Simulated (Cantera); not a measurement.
Input: 1 mol Si2H6, 0.7 mol Cl2, 7.3 mol N2, 2.9 mol HCl, held at 18.0 mbar.

Method: chemical equilibrium by Gibbs-energy minimisation in Cantera with the NASA 1993 tables (ideal gas, pure condensed phases). Candidate condensed phases: NH4Cl, Si, Si3N4; 28 gas species. The feed counts by its element totals alone. N2 is the only nitrogen source here; it is nearly inert below about 1500 K, so the nitride shown seldom forms there in practice. The tables' values for SiCl3, SiCl are old estimates; treat these amounts as uncertain. Kinetics and transport are ignored.

log p: log10 of the partial pressure in bar; n: condensed amount in mol.

```csv
T (K),log p N2,log p HCl,log p H2,log p SiCl2,log p SiCl4,log p SiCl3,log p H,n Si3N4(s)
1275,-2.06,-2.27,-2.43,-4.73,-3.75,-4.64,-7.35,0.614
1325,-2.06,-2.27,-2.43,-4.32,-3.80,-4.43,-7.00,0.609
1375,-2.06,-2.28,-2.43,-3.97,-3.88,-4.26,-6.68,0.597
1425,-2.06,-2.30,-2.42,-3.66,-4.00,-4.13,-6.38,0.573
1475,-2.06,-2.32,-2.41,-3.40,-4.18,-4.06,-6.09,0.535
1525,-2.05,-2.37,-2.39,-3.20,-4.41,-4.04,-5.82,?
1575,-2.05,-2.42,-2.37,-3.05,-4.70,-4.08,-5.57,?
1625,-2.05,-2.48,-2.35,-2.93,-5.03,-4.16,-5.33,?
1675,-2.04,-2.55,-2.33,-2.85,-5.38,-4.27,-5.10,?
1725,-2.04,-2.63,-2.32,-2.78,-5.75,-4.40,-4.89,?
```

### Question
Some entries are withheld; supply them.

### Answer

- 1525, n Si3N4(s): 0.484
- 1575, n Si3N4(s): 0.424
- 1625, n Si3N4(s): 0.362
- 1675, n Si3N4(s): 0.302
- 1725, n Si3N4(s): 0.247
